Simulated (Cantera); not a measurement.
A perfectly stirred reactor is fed with 38.6 % H₂, 12.9 % O₂, 48.3 % N₂, 0.220 % NO, at 0.280 bar; it is adiabatic with a 723 K inlet, and is followed from long to short residence time, starting on the burning branch (τ in s: 0.27, 0.092, 0.032, 0.011, 0.0038, 0.0013, 0.00046, 0.00016, 5.5e-05).

Computed with Cantera and GRI-Mech 3.0 (53 species, 325 reactions). The mechanism lacks 2 NO + O2 → 2 NO2 and HONO, so NO2 and the effect of NO are under-described below about 1400 K.

One state of this run: T (K) = 2159; x H₂ = 0.133; x O₂ = 0.00296; x NO = 0.00226; x HO₂ = 5.66e-7; x H₂O = 0.262. x: mole fraction; the columns are a selection and need not sum to one.

Task: Which value of τ (s) does it belong to?
(A) 0.0038
(B) 5.5e-5
(C) 0.032
(D) 0.27

Result: A, 0.0038
